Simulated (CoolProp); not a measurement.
CH2F2 (R32) at 296.24 K and 1.14 MPa flows at 0.083 m/s in a round tube of 50 mm bore and 1.5 µm roughness, fully developed (64/Re and Nu = 3.66 if laminar; Colebrook and Gnielinski if turbulent). Each further row changes one setting.

Model: reference Helmholtz-energy equation of state, Tillner-Roth 1997, in CoolProp.

| case | Reynolds number | Darcy friction factor | pressure drop (Pa/m) | heat-transfer coefficient (W/(m² K)) | mass flow (kg/h) |
|---|---|---|---|---|---|
| as stated | ___ | 0.0319 | 0.0631 | ___ | ___ |
| velocity 0.166 m/s | 17700 | 0.0267 | ___ | ___ | 33.6 |
| diameter 100 mm | 17700 | 0.0267 | ___ | 8.74 | 67.3 |

Q: Complete the blanks.

A: 
- as stated, Reynolds number: 8860
- as stated, heat-transfer coefficient (W/(m² K)): 9.80
- as stated, mass flow (kg/h): 16.8
- velocity 0.166 m/s, pressure drop (Pa/m): 0.211
- velocity 0.166 m/s, heat-transfer coefficient (W/(m² K)): 17.5
- diameter 100 mm, pressure drop (Pa/m): 0.0264

Viscosity comes from a separate model (Bell 2016), an estimate that may be off by 10 % or more. Thermal conductivity comes from a separate model (Huber 2003), an estimate that may be off by 10 % or more.
